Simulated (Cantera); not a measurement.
A freely propagating, adiabatic, planar premixed flame of H2 : O2 : N2 = 1 : 0.263 : 0.989 (molar parts), unburnt at 600 K and 0.110 bar; mixture-averaged transport, grid criteria slope 0.08 and curve 0.16, no radiation.

Model: the H2/O2 subset of GRI-Mech 3.0, which has no nitrogen chemistry, integrated in Cantera. Burning velocities carry a grid error of a few per cent, more on coarse grids.

**Question.** Predict: laminar burning velocity; thermal thickness; peak x(H2O2); peak x(O); peak x(HO2).

**Answer.** 
```json
{
  "laminar_burning_velocity": "670 cm/s",
  "thermal_thickness": "7.85 mm",
  "peak x(H2O2)": "3.62e-7",
  "peak x(O)": "0.00592",
  "peak x(HO2)": "3.50e-5"
}
```
